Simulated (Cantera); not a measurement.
A freely propagating, adiabatic, planar premixed flame of 43.2 % H₂, 11.4 % O₂, 42.7 % N₂, 2.72 % H₂O, equivalence ratio 1.9, unburnt at 598 K and 180000 Pa; multicomponent transport, grid criteria slope 0.08 and curve 0.16, no radiation.

Detailed kinetics in Cantera: the H2/O2 subset of GRI-Mech 3.0, which has no nitrogen chemistry. Burning velocities carry a grid error of a few per cent, more on coarse grids.

### Question
Predict: laminar burning velocity; thermal thickness; peak x(O); peak x(H₂O₂); peak x(OH).

### Answer
| Property | Value |
|---|---|
| laminar burning velocity | 879 cm/s |
| thermal thickness | 0.206 mm |
| peak x(O) | 0.00377 |
| peak x(H₂O₂) | 2.03e-5 |
| peak x(OH) | 0.00612 |
